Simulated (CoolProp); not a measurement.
Properties of ethylbenzene at several states (Tc = 617.1 K, pc = 3.622 MPa, ω = 0.304).

The numbers come from the reference Helmholtz-energy equation of state, Zhou 2012 in CoolProp.

```tsv
T (K)	p (MPa)	phase	Z	isothermal compressibility (1/MPa)
556.7	0.0251	gas	0.9965	39.98
490.6	0.633	liquid	0.02454	0.005316
587.3	1.43	gas	0.8076	0.8992
321.5	0.442	liquid	0.02084	0.001024
570.9	4.21	liquid	0.1648	0.01557
506.9	0.125	gas	0.9754	8.206
```
